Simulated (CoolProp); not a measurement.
Vapour-liquid equilibrium of acetone (1) + n-hexane (2) at 1570 kPa; x and y are mole fractions of (1).

Model: multi-fluid Helmholtz-energy mixture model, Lemmon 2006 and Thol 2019; pair parameters Bell 2016, in CoolProp.

```tsv
x	bubble temperature (K)	y at the bubble point	dew temperature at overall composition x (K)	liquid density (mol/L)
0.05	458.5	0.104	461.5	5.455
0.125	451.5	0.229	457.3	5.719
0.2	446.4	0.325	453.1	5.970
0.275	442.6	0.401	449.0	6.222
0.35	439.9	0.464	445.1	6.484
0.425	437.9	0.519	441.5	6.767
0.5	436.5	0.569	438.5	7.076
0.575	435.5	0.617	436.3	7.419
0.65	435.0	0.666	435.1	7.801
0.725	434.9	0.718	434.9	8.224
0.8	435.3	0.777	435.6	8.690
0.875	436.3	0.846	436.9	9.201
0.95	438.2	0.931	438.7	9.754
```

y crosses x between x = 0.65 and 0.725: the model has an azeotrope there.

Pair parameters are fitted to limited data, so mixtures are less certain than the pure fluids.
